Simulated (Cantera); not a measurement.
**Equilibrium for fluorocarbon and chlorocarbon gases: C₂F₆ + H₂**

Feed: 1 mol C₂F₆, 0.66 mol H₂, held at 0.000200 bar.

Cantera equilibrium calculation (NASA polynomials, part measured and part estimated; ideal gas, pure solids and liquids). Candidate condensed phases: C, C₆H₆, C₇H₈, C₈H₁₈; 95 gas species. The feed counts by its element totals alone. Gases not in the tables: C₂F₆ and larger saturated fluorocarbons. The numbers say what is thermodynamically allowed, not how fast it happens.

```json
[
 {"T (K)": "2100", "x F": "0.537", "x HF": "0.267", "x CF₂": "0.180", "x CF₄": "0.0108", "x CF": "0.00398", "x CF₃": "0.00155", "x H": "1.46e-5", "x C₃": "1.44e-6", "n C(graphite)": "1.03"},
 {"T (K)": "2125", "x F": "0.570", "x HF": "0.259", "x CF₂": "0.159", "x CF₄": "0.00583", "x CF": "0.00472", "x CF₃": "0.00114", "x H": "1.99e-5", "x C₃": "2.50e-6", "n C(graphite)": "1.13"},
 {"T (K)": "2150", "x F": "0.599", "x HF": "0.253", "x CF₂": "0.139", "x CF₄": "0.00309", "x CF": "0.00552", "x CF₃": "0.000820", "x H": "2.72e-5", "x C₃": "4.28e-6", "n C(graphite)": "1.23"},
 {"T (K)": "2175", "x F": "0.624", "x HF": "0.248", "x CF₂": "0.120", "x CF₄": "0.00161", "x CF": "0.00639", "x CF₃": "0.000582", "x H": "3.74e-5", "x C₃": "7.24e-6", "n C(graphite)": "1.32"},
 {"T (K)": "2200", "x F": "0.646", "x HF": "0.243", "x CF₂": "0.102", "x CF₄": "0.000834", "x CF": "0.00733", "x CF₃": "0.000408", "x H": "5.14e-5", "x C₃": "1.21e-5", "n C(graphite)": "1.40"},
 {"T (K)": "2225", "x F": "0.665", "x HF": "0.239", "x CF₂": "0.0866", "x CF₄": "0.000429", "x CF": "0.00833", "x CF₃": "0.000285", "x H": "7.06e-5", "x C₃": "1.99e-5", "n C(graphite)": "1.47"},
 {"T (K)": "2250", "x F": "0.681", "x HF": "0.236", "x CF₂": "0.0731", "x CF₄": "0.000220", "x CF": "0.00940", "x CF₃": "0.000197", "x H": "9.70e-5", "x C₃": "3.25e-5", "n C(graphite)": "1.54"},
 {"T (K)": "2275", "x F": "0.694", "x HF": "0.233", "x CF₂": "0.0615", "x CF₄": "0.000113", "x CF": "0.0105", "x CF₃": "0.000136", "x H": "0.000133", "x C₃": "5.24e-5", "n C(graphite)": "1.59"}
]
```
x: gas mole fraction; n: condensed amount in mol.

From 2100 K to 2275 K the condensed part is C(graphite). The main C-bearing gas is CF₂ throughout. The share of C in condensed phases is highest at 2275 K (79.5 %) and lowest at 2100 K (51.6 %).
